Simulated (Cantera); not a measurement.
**C₂F₆ (fluorocarbon and chlorocarbon gases)**

Feed: 1 mol C₂F₆, at 160 Pa.

Method: chemical equilibrium by Gibbs-energy minimisation in Cantera with the NASA 1993 tables (ideal gas, pure condensed phases). Candidate condensed phases: C; 13 gas species. The feed counts by its element totals alone. Gases not in the tables: C₂F₆ and larger saturated fluorocarbons. Rates play no part.

```tsv
T (°C)	x CF₄	x CF₂	x F	x CF₃	x CF	x C₂F₄	n C(graphite)
1400	0.985	0.0107	0.00339	0.00101	2.25e-6	2.27e-7	0.493
1425	0.980	0.0143	0.00474	0.00128	3.74e-6	3.03e-7	0.490
1450	0.973	0.0190	0.00655	0.00161	6.14e-6	4.00e-7	0.487
1475	0.964	0.0249	0.00897	0.00200	9.92e-6	5.23e-7	0.484
1500	0.953	0.0324	0.0122	0.00247	1.58e-5	6.76e-7	0.479
1525	0.939	0.0418	0.0163	0.00302	2.48e-5	8.65e-7	0.473
1550	0.921	0.0534	0.0217	0.00367	3.85e-5	1.09e-6	0.465
1575	0.899	0.0675	0.0287	0.00440	5.89e-5	1.37e-6	0.456
1600	0.873	0.0845	0.0375	0.00524	8.88e-5	1.69e-6	0.445
1625	0.840	0.105	0.0485	0.00616	0.000132	2.05e-6	0.431
1650	0.802	0.128	0.0623	0.00716	0.000194	2.46e-6	0.414
1675	0.757	0.156	0.0792	0.00821	0.000282	2.90e-6	0.395
1700	0.704	0.186	0.0997	0.00927	0.000404	3.35e-6	0.372
```
x: gas mole fraction; n: condensed amount in mol.

From 1400 °C to 1700 °C the condensed part is C(graphite). The main C-bearing gas is CF₄ throughout. The share of C in condensed phases is highest at 1400 °C (24.6 %) and lowest at 1700 °C (18.6 %).
